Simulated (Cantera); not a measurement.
Feed: 1 mol FeS2, a varied amount of H2, at 927 °C and 75.0 Torr.

Cantera equilibrium calculation (NASA polynomials, part measured and part estimated; ideal gas, pure solids and liquids). Candidate condensed phases: Fe, FeS, FeS2, S; 8 gas species. FeS: taken at fixed stoichiometry. Gases not in the tables: S3 to S7. The numbers say what is thermodynamically allowed, not how fast it happens.

x: gas mole fraction; n: condensed amount in mol.

```
n(H2) (mol)   x H2   x H2S  x S2      x SH      x H  n FeS(s)
-----------  -----  ------  ----  --------  -------  --------
5            0.801   0.197     …  0.000114  5.59e-7      1.00
11           0.909  0.0904     …   4.91e-5  5.95e-7      1.00
17           0.941  0.0586     …   3.13e-5  6.05e-7      1.00
23           0.957  0.0434     …   2.30e-5  6.10e-7      1.00
28           0.964  0.0356     …   1.88e-5  6.13e-7      1.00
34           0.971  0.0294     …   1.54e-5  6.15e-7      1.00
40           0.975  0.0250     …   1.31e-5  6.16e-7      1.00
46           0.978  0.0217     …   1.14e-5  6.17e-7      1.00
52           0.981  0.0192     …   1.00e-5  6.18e-7      1.00
58           0.983  0.0172     …   8.99e-6  6.19e-7      1.00
64           0.984  0.0156     …   8.14e-6  6.19e-7      1.00
```

### Question
Fill in the missing entries.

### Answer

- 5, x S2: 0.00122
- 11, x S2: 0.000199
- 17, x S2: 7.80e-5
- 23, x S2: 4.13e-5
- 28, x S2: 2.75e-5
- 34, x S2: 1.84e-5
- 40, x S2: 1.32e-5
- 46, x S2: 9.90e-6
- 52, x S2: 7.71e-6
- 58, x S2: 6.17e-6
- 64, x S2: 5.05e-6
